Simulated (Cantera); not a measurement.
Input (Python, Cantera):

```python
import numpy as np
import cantera as ct

gas = ct.Solution("h2o2.yaml")


def delay(T, t_max=10):
    gas.TPX = T, 310000, {'H2': 1, 'O2': 0.556, 'N2': 2.09}
    reactor = ct.IdealGasReactor(gas, clone=False)
    net = ct.ReactorNet([reactor])
    net.rtol, net.atol = 1e-8, 1e-16
    while net.time < t_max:
        t_old, T_old = net.time, reactor.T
        net.step()
        if reactor.T > T + 400:  # ignition: a rise of 400 K
            return t_old + (T + 400 - T_old) / (reactor.T - T_old) * (net.time - t_old)
    return np.nan


taus = []
for T in [1048, 1148, 1248, 1348, 1448, 1548, 1648, 1748, 1848]:
    taus.append(delay(T))
    print(f"T0 = {T:6g} K   tau = {taus[-1]:.4e} s")
```

It prints:

```
T0 =   1048 K   tau = 1.4646e-03 s
T0 =   1148 K   tau = 2.9864e-05 s
T0 =   1248 K   tau = 1.2634e-05 s
T0 =   1348 K   tau = 7.5160e-06 s
T0 =   1448 K   tau = 5.1383e-06 s
T0 =   1548 K   tau = 3.8376e-06 s
T0 =   1648 K   tau = 3.0782e-06 s
T0 =   1748 K   tau = 2.6319e-06 s
T0 =   1848 K   tau = 2.3844e-06 s
```

Model: the H2/O2 subset of GRI-Mech 3.0, which has no nitrogen chemistry, integrated in Cantera. The hydrogen kinetics of GRI-Mech 3.0 are dated; newer H2 mechanisms differ, most at raised pressure. Where the delays flatten at high temperature, the 400 K rule measures the pace of heat release, not the induction time.
